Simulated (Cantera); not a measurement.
Input: 1 mol Si, 1.7 mol Cl₂, 13 mol H₂, equilibrated at 1698.15 K and 100 Torr.

Equilibrium computed with Cantera from the NASA thermochemical tables; the gas is ideal and each condensed phase is pure. Candidate condensed phases: Si; 19 gas species. The tables' values for SiCl₃, SiCl are old estimates; treat these amounts as uncertain. Gases not in the tables: Si₂H₆ and higher silanes. Equilibrium is a limit: real reactors are often held back by kinetics, nucleation or transport.

Base state: H₂ 0.829, HCl 0.113, SiCl₂ 0.0555, SiCl₃ 0.00204, H 0.000361, SiHCl₃ 0.000210, SiCl₄ 0.000149, SiH₂Cl₂ 5.16e-5 (mole fractions); condensed: Si(l).

**Question.** What changes in the equilibrium state with this change: temperature from 1698.15 K to 898 K?

**Answer.** 
| species | before | after |
|---|---|---|
| H₂ | 0.829 | 0.929 |
| SiCl₄ | 0.000149 | 0.0450 |
| SiHCl₃ | 0.000210 | 0.0193 |
| HCl | 0.113 | 0.00602 |
| SiCl₂ | 0.0555 | 5.27e-5 |
| H | 0.000361 | <1e-9 |
| Cl | 3.83e-5 | <1e-9 |
| SiCl | 3.68e-5 | <1e-9 |
| SiH₂ | 1.16e-5 | <1e-9 |
| Si(l), mol | 0.149 | 0 |
| Si(s), mol | 0 | 0.0974 |
The tables' values for SiCl₃ are old estimates; treat these amounts as uncertain.
